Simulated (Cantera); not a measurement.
Charge: 1 mol B, 0.083 mol H2O, 8.9 mol N2, at 37.0 Pa.

Equilibrium computed with Cantera from the NASA thermochemical tables; the gas is ideal and each condensed phase is pure. Candidate condensed phases: B, BN, B2O3, B3O3H3, H2O; 39 gas species. N2 is the only nitrogen source here; it is nearly inert below about 1500 K, so the nitride shown seldom forms there in practice. Mutual solubility and eutectic melting of coexisting phases are not modelled. Rates play no part.

Question: What share of the B ends up in condensed phases as a function of T (°C), at 1050, 1100, 1150, 1200, 1250, 1300, 1350, 1400, 1450, 1500?

Answer: 
```json
[
 {"T (°C)": "1050", "B condensed (%)": "97.8", "as": "BN(s) + B2O3(l)"},
 {"T (°C)": "1100", "B condensed (%)": "94.5", "as": "BN(s)"},
 {"T (°C)": "1150", "B condensed (%)": "94.3", "as": "BN(s)"},
 {"T (°C)": "1200", "B condensed (%)": "94.0", "as": "BN(s)"},
 {"T (°C)": "1250", "B condensed (%)": "93.6", "as": "BN(s)"},
 {"T (°C)": "1300", "B condensed (%)": "93.1", "as": "BN(s)"},
 {"T (°C)": "1350", "B condensed (%)": "92.5", "as": "BN(s)"},
 {"T (°C)": "1400", "B condensed (%)": "92.1", "as": "BN(s)"},
 {"T (°C)": "1450", "B condensed (%)": "91.8", "as": "BN(s)"},
 {"T (°C)": "1500", "B condensed (%)": "91.7", "as": "BN(s)"}
]
```
